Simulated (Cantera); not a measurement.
What does this Cantera script print?

```python
import numpy as np
import cantera as ct

gas_names = """
    B BN B2 N N2
""".split()
cond_names = """
    B(b) B(L) BN(s)
""".split()


# ... load() reads the species with a 1 bar reference pressure and builds the phases ...
atoms = {
    'BN': {'B': 1, 'N': 1},
    'N2': {'N': 2},
}
top_T = {'BN(s)': 3200}  # K; cautious upper limits of use, not melting points


# ... equilibrate(T, P, feed) seeds the gas with the atoms and calls Mixture.equilibrate('TP', solver="vcs", rtol=1e-11, max_steps=5000) ...
results = []
feed = {'BN': 1, 'N2': 0.032}  # mol
T = 2223.15  # K
P = 1000  # Pa
mix = equilibrate(T, P, feed)
results.append((T, P, feed, dict(zip(mix.species_names, mix.species_moles))))
x = sorted(zip(gas.X, gas.species_names), reverse=True)
print(f"T = {T:g} K  P = {P:g} Pa  gas = {mix.phase_moles(0):.4g} mol")
print("   x: " + "  ".join(f"{s} {v:.3e}" for v, s in x if v > 0.001))
print("   condensed (mol): " + ("  ".join(f"{mix.phase(i).name} {mix.phase_moles(i):.4g}"
      for i in range(1, mix.n_phases) if mix.phase_moles(i) > 1e-12) or "none"))
```

Output:

```
T = 2223.15 K  P = 1000 Pa  gas = 0.03201 mol
   x: N2 9.998e-01
   condensed (mol): BN(s) 1
```

These are equilibrium values from Cantera (NASA tables, ideal gas, pure condensed phases), not measurements of a reactor.
